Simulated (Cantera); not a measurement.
Charge: 1 mol HgO, 1.6 mol N₂, equilibrated at 1 atm.

These are equilibrium values from Cantera (NASA tables, ideal gas, pure condensed phases), not measurements of a reactor. Candidate condensed phases: Hg, HgO; 10 gas species. Kinetics and transport are ignored.

Task: At 648 K, list the 3 most abundant gas species with their mole fractions, and the condensed phases.

Result: N₂ 0.837, Hg 0.108, O₂ 0.0542. Condensed: HgO(s).
